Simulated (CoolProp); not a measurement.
Vapour pressure (MPa) of R236EA: the reference equation beside estimates from Tc = 139.3 °C, pc = 3.414 MPa, ω = 0.368. Clausius-Clapeyron is anchored at -8.85 °C with a constant enthalpy of vaporisation of 26.26 kJ/mol.

Computed with CoolProp (reference Helmholtz-energy equation of state, Rui 2013).

```tsv
T (°C)	reference	Lee-Kesler	Clausius-Clapeyron	van der Waals	Soave-Redlich-Kwong	Peng-Robinson
-8.85	0.05266	0.05224	0.05266	0.4294	0.05239	0.05317
-4.55	0.06409	0.06368	0.06376	0.4687	0.06380	0.06454
-0.15	0.07776	0.07738	0.07707	0.5114	0.07745	0.07811
4.15	0.09325	0.09293	0.09221	0.5555	0.09295	0.09349
8.45	0.1111	0.1109	0.1097	0.6021	0.1108	0.1112
12.85	0.1320	0.1319	0.1304	0.6523	0.1318	0.1319
17.15	0.1553	0.1554	0.1535	0.7040	0.1553	0.1551
21.45	0.1817	0.1820	0.1800	0.7583	0.1818	0.1813
25.85	0.2121	0.2127	0.2107	0.8166	0.2126	0.2115
30.15	0.2456	0.2465	0.2448	0.8762	0.2464	0.2448
34.45	0.2829	0.2841	0.2831	0.9387	0.2842	0.2820
```

Absolute difference from the reference over all 11 rows, mean and median: Lee-Kesler 0.3 and 0.3 %, Clausius-Clapeyron 0.7 and 0.9 %, van der Waals 425.5 and 394.2 %, Soave-Redlich-Kwong 0.3 and 0.3 %, Peng-Robinson 0.3 and 0.3 %.
